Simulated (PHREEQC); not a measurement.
A column of 0.2 m (40 cells, dispersivity 0.016 m, 720 s a shift, diffusion coefficient 3e-10 m²/s) holds 0.0016 eq of the database's cation exchanger X per kg of pore water, first in equilibrium with 0.012 mol SrCl2, 0.00061 mol NH4Cl and 1e-05 mol HCl per kg of water. It is flushed with 1 mmol/kgw BaCl2 and 0.01 mmol/kgw HCl, at 15 °C. Values are for the last cell. No CO2 enters from the air. No solid was allowed to form.

Base run: PHREEQC, ion-association model, phreeqc.dat. Each further column changes one thing. The table gives Ba in solution (mol/kgw).

```tsv
pore volumes	base	exchange capacity from 0.0016 to 0.0008 eq/kgw	dispersivity from 0.016 to 0.032 m
0	0	0	0
0.3875	4.85e-6	6.56e-6	3.43e-5
0.6375	9.86e-5	0.000126	…
1.012	0.000340	0.000443	0.000429
1.387	0.000448	0.000613	0.000548
1.637	0.000487	…	0.000587
2.013	0.000576	0.000766	…
2.388	0.000698	0.000860	…
2.638	0.000776	0.000909	…
3.013	0.000868	0.000956	0.000797
3.388	0.000926	0.000980	0.000854
3.638	0.000951	…	…
4.013	0.000974	0.000995	0.000921
```

### Question
Some entries are withheld; supply them.

### Answer

- 0.6375, dispersivity from 0.016 to 0.032 m: 0.000191
- 1.637, exchange capacity from 0.0016 to 0.0008 eq/kgw: 0.000674
- 2.013, dispersivity from 0.016 to 0.032 m: 0.000633
- 2.388, dispersivity from 0.016 to 0.032 m: 0.000689
- 2.638, dispersivity from 0.016 to 0.032 m: 0.000732
- 3.638, exchange capacity from 0.0016 to 0.0008 eq/kgw: 0.000989
- 3.638, dispersivity from 0.016 to 0.032 m: 0.000885
